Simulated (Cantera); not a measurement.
Charge: 1 mol SiC, 0.044 mol H2O, 92 mol H2, 1.6 mol N2O, at 1300 K and 0.133 bar.

Cantera equilibrium calculation (NASA polynomials, part measured and part estimated; ideal gas, pure solids and liquids). Candidate condensed phases: C, C6H6, C7H8, C8H18, H2O, Si, SiC, SiO2, Si2N2O, Si3N4; 151 gas species. Mutual solubility and eutectic melting of coexisting phases are not modelled. The tables hold silica as quartz up to 1696 K and as liquid above; real silica turns to tridymite and cristobalite and melts near 1996 K. Equilibrium is a limit: real reactors are often held back by kinetics, nucleation or transport.

Base state: H2 0.977, N2 0.0122, CO 0.0104, CH4 0.000228, H2O 5.41e-5 (mole fractions); condensed: SiO2(β-quartz) + Si2N2O(s).

### Question
What changes in the equilibrium state with this change: pressure from 0.133 bar to 0.100 Pa?

### Answer
```json
[
 {"species": "H2", "before": "0.977", "after": "0.965"},
 {"species": "N2", "before": "0.0122", "after": "0.0168"},
 {"species": "CO", "before": "0.0104", "after": "0.00862"},
 {"species": "SiO", "before": "2.85e-7", "after": "0.00862"},
 {"species": "CH4", "before": "0.000228", "after": "<1e-9"},
 {"species": "H2O", "before": "5.41e-5", "after": "2.78e-9"},
 {"species": "H", "before": "2.99e-6", "after": "0.00109"},
 {"species": "SiO2(β-quartz), mol", "before": "0.107", "after": "0"},
 {"species": "Si2N2O(s), mol", "before": "0.446", "after": "0"},
 {"species": "SiC(s), mol", "before": "0", "after": "0.178"}
]
```

### Question
What changes in the equilibrium state with this change: temperature from 1300 K to 2098 K?

### Answer
| species | before | after |
|---|---|---|
| H2 | 0.977 | 0.957 |
| N2 | 0.0122 | 0.0165 |
| CO | 0.0104 | 0.00890 |
| SiO | 2.85e-7 | 0.00827 |
| H | 2.99e-6 | 0.00824 |
| Si | <1e-9 | 0.000680 |
| SiH | <1e-9 | 0.000132 |
| SiH2 | <1e-9 | 0.000120 |
| SiO2(β-quartz), mol | 0.107 | 0 |
| Si2N2O(s), mol | 0.446 | 0 |
| SiC(s), mol | 0 | 0.111 |
Gases not in the tables: Si2H6 and higher silanes.
